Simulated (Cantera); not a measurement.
Input: 1 mol SiHCl3, 0.84 mol Cl2, 120 mol H2, at 1175 K and 1.00 bar.

Equilibrium computed with Cantera from the NASA thermochemical tables; the gas is ideal and each condensed phase is pure. Candidate condensed phases: Si; 19 gas species. The tables' values for SiCl3 are old estimates; treat these amounts as uncertain. Kinetics and transport are ignored.

Base state: H2 0.977, HCl 0.0163, SiHCl3 0.00317, SiCl4 0.00224, SiCl2 0.000619, SiH2Cl2 0.000576, SiCl3 0.000377, SiH3Cl 2.83e-5 (mole fractions); condensed: Si(s).

### Question
What changes in the equilibrium state with this change: Cl2 from 0.84 to 0.019 mol?

### Answer
```
species       before     after
----------  --------  --------
H2             0.977     0.983
HCl           0.0163    0.0134
SiHCl3       0.00317   0.00176
SiCl4        0.00224   0.00101
SiCl3       0.000377  0.000208
SiCl2       0.000619  0.000416
Si(s), mol     0.143     0.537
```
